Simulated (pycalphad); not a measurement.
All values are pycalphad results on the COST 507 light-alloy database (1999) (1 atm), not direct measurements. The data set is of 1999 and partly superseded. Phase fractions are per mole of atoms.

### Question
Give the equilibrium state of Al-1.34Si-5.8C (at.%) at 417 °C.

### Answer
```
T = 690.00 K, P = 101325 Pa, N = 1 mol of atoms
G = -27123 J/mol, H = 5832 J/mol, S = 47.76 J/(mol K)  (SER reference)
chemical potentials (J/mol): Al -24382, Si -17103, C -73324
phase             fraction      x(Al)      x(Si)       x(C)
FCC_A1              0.8650     0.9969     0.0031   3.88e-14
AL8SIC7             0.1326     0.5000     0.0625     0.4375
DIAMOND_A4          0.0024    2.2e-08     1.0000    3.2e-13
```

### Question
Give the equilibrium state of Al-1.34Si-5.8C (at.%) at 577 °C.

### Answer
```
T = 850.00 K, P = 101325 Pa, N = 1 mol of atoms
G = -35287 J/mol, H = 10667 J/mol, S = 54.06 J/(mol K)  (SER reference)
chemical potentials (J/mol): Al -33012, Si -30179, C -72890
phase             fraction      x(Al)      x(Si)       x(C)
FCC_A1              0.8674     0.9941     0.0059   6.02e-13
AL8SIC7             0.1326     0.5000     0.0625     0.4375
```

Database names, with the compositions (at.%) that they take in these runs: AL8SIC7: Al 50 C 44 Si 6. FCC_A1 is fcc; DIAMOND_A4 is diamond (Si).
